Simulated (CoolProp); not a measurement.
Saturation properties of hydrogen chloride (Tc = 51.5 °C, pc = 8.314 MPa, ω = 0.130).

The numbers come from the reference Helmholtz-energy equation of state, Thol 2018 in CoolProp.

```tsv
T (°C)	p (MPa)	liquid density (kg/m³)	enthalpy of vaporisation (kJ/kg)
-100.05	0.03964	1221	459.1
-97.95	0.04567	1216	457.1
-95.75	0.05276	1211	454.9
-93.65	0.06033	1206	452.8
-91.55	0.06874	1201	450.6
-89.45	0.07808	1196	448.5
-87.25	0.08891	1191	446.2
-85.15	0.1003	1185	443.9
-83.05	0.1129	1180	441.7
-80.85	0.1274	1175	439.3
-78.75	0.1425	1169	437.0
-76.65	0.1590	1164	434.6
-74.55	0.1770	1159	432.3
-72.35	0.1975	1153	429.7
```

It boils at -85.0 °C under 1 atm.
